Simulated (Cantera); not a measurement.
What does this Cantera script print?

```python
import numpy as np
import cantera as ct

gas_names = """
    H H2 Pb Pb2
""".split()
cond_names = """
    Pb(cr) Pb(L)
""".split()


# ... load() reads the species with a 1 bar reference pressure and builds the phases ...
atoms = {
    'Pb': {'Pb': 1},
    'H2': {'H': 2},
}
top_T = {}  # K; cautious upper limits of use, not melting points


# ... equilibrate(T, P, feed) seeds the gas with the atoms and calls Mixture.equilibrate('TP', solver="vcs", rtol=1e-11, max_steps=5000) ...
results = []
feed = {'Pb': 1, 'H2': 0.37}  # mol
T = 1500  # K
P = 4200  # Pa
mix = equilibrate(T, P, feed)
results.append((T, P, feed, dict(zip(mix.species_names, mix.species_moles))))
print(gas.report(threshold=1e-06))
for i in range(1, mix.n_phases):
    print(f"{mix.phase(i).name:16s} {mix.phase_moles(i):12.5e} mol")
```

It prints:

```
       temperature   1500 K
          pressure   4200 Pa
           density   0.041111 kg/m^3
  mean mol. weight   122.08 kg/kmol
   phase of matter   gas

                          1 kg             1 kmol
                     ---------------   ---------------
          enthalpy        1.1794e+06        1.4397e+08  J
   internal energy        1.0772e+06         1.315e+08  J
           entropy            1872.4        2.2857e+05  J/K
    Gibbs function       -1.6292e+06       -1.9889e+08  J
 heat capacity c_p            213.99             26123  J/K
 heat capacity c_v            145.88             17809  J/K

                      mass frac. Y      mole frac. X     chem. pot. / RT
                     ---------------   ---------------   ---------------
                 H        4.5692e-07        5.5336e-05           -11.326
                H2         0.0068543           0.41506           -22.652
                Pb           0.99231           0.58464           -11.185
               Pb2        0.00083169        0.00024501            -22.37

Pb(L)             4.78421e-01 mol
```

Equilibrium computed with Cantera from the NASA thermochemical tables; the gas is ideal and each condensed phase is pure.
